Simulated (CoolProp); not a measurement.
Computed with CoolProp (reference Helmholtz-energy equation of state, Bücker 2006).

For ethane, give the phase and the cp (kJ/(kg K)), cv (kJ/(kg K)), speed of sound (m/s), expansivity (1/kK) at 76.15 °C and 12.2 bar; 76.15 °C and 30.5 bar; 76.15 °C and 48.7 bar.


- 76.15 °C and 12.2 bar: gas; cp 2.06, cv 1.71, speed of sound 322, expansivity 3.45
- 76.15 °C and 30.5 bar: gas; cp 2.30, cv 1.75, speed of sound 301, expansivity 4.79
- 76.15 °C and 48.7 bar: gas; cp 2.73, cv 1.80, speed of sound 280, expansivity 7.14
